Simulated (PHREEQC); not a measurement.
Make-up at 20 °C: 0.0025 mol/kgw NaAlO2, 7.3e-05 mol/kgw Sr(NO3)2 and 0.0035 mol/kgw NaBr. Closed to the air; pH follows from the charge balance.

Equilibrium calculation in PHREEQC: ion-association model, phreeqc.dat.

Each row changes one thing in this solution. No solid was allowed to form.

```tsv
case	pH	ionic strength (mol/kgw)	Al(OH)3 (mol/kgw)	Al(OH)2+ (mol/kgw)	AlOH+2 (mol/kgw)	SI of Al(OH)3(a) (Al(OH)3)
as made	8.63	0.00622	3.03e-6	7.64e-8	4.55e-11	+0.79
diluted 5-fold with water	8.31	0.00124	1.32e-6	6.65e-8	7.30e-11	+0.43
NaBr from 0.0035 to 0.007 mol/kgw	8.62	0.00972	3.03e-6	?	5.05e-11	+0.79
Sr(NO3)2 from 7.3e-05 to 8.03e-05 mol/kgw	8.63	0.00624	3.03e-6	7.64e-8	4.56e-11	+0.79
NaBr from 0.0035 to 0.0175 mol/kgw	8.61	0.0202	3.02e-6	8.50e-8	6.25e-11	+0.79
7e-05 mol/kgw NaHCO3 added	8.56	0.00629	3.54e-6	1.05e-7	7.30e-11	+0.86
Sr(NO3)2 replaced by HNO3 at the same molality	?	0.00602	4.23e-5	?	1.29e-7	+1.94
```

Question: Fill in the missing entries.

Answer: 
- NaBr from 0.0035 to 0.007 mol/kgw, Al(OH)2+ (mol/kgw): 7.91e-8
- Sr(NO3)2 replaced by HNO3 at the same molality, pH: 7.48
- Sr(NO3)2 replaced by HNO3 at the same molality, Al(OH)2+ (mol/kgw): 1.52e-5

Complexes and solids missing from the database can't appear. Some of these states are supersaturated (in Al(OH)3(a), Gibbsite (slow to form), for instance).
